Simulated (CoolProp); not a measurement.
Propylene along the isobar 4.86 MPa: fugacity coefficient from the reference equation and from simpler models built on Tc = 364.2 K, pc = 4.555 MPa, ω = 0.146; each cubic takes its own stable root.

The numbers come from the reference Helmholtz-energy equation of state, Lemmon 2013 in CoolProp.

```csv
T (K),phase,reference
352.8,liquid,0.5527
359.2,liquid,0.5955
365.6,supercritical,0.6366
372,supercritical,0.6667
378.4,supercritical,0.6878
384.8,supercritical,0.7061
391.2,supercritical,0.7225
397.6,supercritical,0.7375
404,supercritical,0.7513
410.4,supercritical,0.7641
416.8,supercritical,0.7760
423.2,supercritical,0.7871
429.6,supercritical,0.7975
436.1,supercritical,0.8074
```

Q: How far does each simpler model (van der Waals, Peng-Robinson) lie from the reference over these 14 states: mean and median of the absolute difference, and the worst?

A: 
- van der Waals: mean 2.8 %, median 1.5 %, worst +11.5 % at 352.8 K and 4.86 MPa
- Peng-Robinson: mean 2.6 %, median 2.7 %, worst -3.0 % at 378.4 K and 4.86 MPa
